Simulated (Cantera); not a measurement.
Charge: 1 mol Fe3O4, 5.4 mol CH4, 13 mol H2, at 2350 °C and 750 Torr.

These are equilibrium values from Cantera (NASA tables, ideal gas, pure condensed phases), not measurements of a reactor. Iron dissolves carbon and melts from about 1420 K in contact with it, which pure phases cannot show. Condensed phases not in the tables: cementite and carbon dissolved in iron. Equilibrium is a limit: real reactors are often held back by kinetics, nucleation or transport.

| species | before | after |
|---|---|---|
| H2 | 0.749 | 0.853 |
| CO | 0.131 | 0.144 |
| CH4 | 6.98e-5 | 0.00274 |
| Fe | 0.0691 | 2.79e-8 |
| H | 0.0365 | 6.30e-6 |
| C2H2 (acetylene) | 0.0133 | 3.01e-6 |
| C4H2 | 9.77e-5 | <1e-9 |
| C2H | 5.95e-5 | <1e-9 |
| C2H2 (vinylidene) | 1.54e-5 | <1e-9 |
| CO2 | 4.80e-8 | 2.77e-5 |
| H2O | 1.79e-6 | 0.000373 |
| CH3 | 5.93e-5 | 4.07e-7 |
| C(graphite), mol | 0.569 | 1.33 |
| Fe(l), mol | 0.896 | 0 |
| Fe(γ), mol | 0 | 3.00 |
Gas species are given as mole fractions.

**Question.** What was changed between the two runs?
A) temperature from 2350 °C to 1152 °C
B) CH4 from 5.4 to 0.5 mol
C) pressure from 750 Torr to 100 Torr
D) CH4 from 5.4 to 1.6 mol

**Answer.** A, temperature from 2350 °C to 1152 °C
